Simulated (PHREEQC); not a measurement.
TMAH is added in steps, without added water, to 1 kg of water holding 0.0018 mol HF, 0.001 mol KF and 0.027 mol (NH4)2SiF6, at 10 °C. O2 is buffered at 0.21 atm. The system is closed to CO2. Only these solids could form: SiO2(a).

Base run: PHREEQC, ion-association model, wateq4f.dat. Each further column changes one thing. The table gives pH.

```
TMAH added (mol)   base  Davies equation for every ion  database phreeqc.dat  Debye-Hückel limiting law  metal-ligand complexes left out
----------------  -----  -----------------------------  --------------------  -------------------------  -------------------------------
0                  3.12                           3.13                  3.11                       3.14                             3.12
0.02625            5.24                           5.26                  5.24                       5.23                             5.24
0.04594            5.63                           5.65                  5.63                       5.62                             5.63
0.07219            5.97                           6.00                  5.97                       5.96                             5.97
0.09187            6.21                           6.23                  6.21                       6.19                             6.21
0.1181             9.10                           9.10                  9.14                       9.09                             9.10
0.1378             9.84                           9.85                  9.89                       9.84                             9.84
0.1641            10.66                          10.67                 10.68                      10.62                            10.66
0.1837            11.13                          11.14                 11.14                      11.06                            11.13
0.21              12.56                          12.58                 12.56                      12.42                            12.56
```

(CH3)4N+ isn't in the database: it is added as a free cation with an ion size of 4 Å. At this temperature some constants are extrapolated from 25 °C, and those without enthalpy data are left unchanged. SiF6-2 is the database's only silicon fluoride. phreeqc.dat and wateq4f.dat share most of their constants, so their agreement is no independent check.
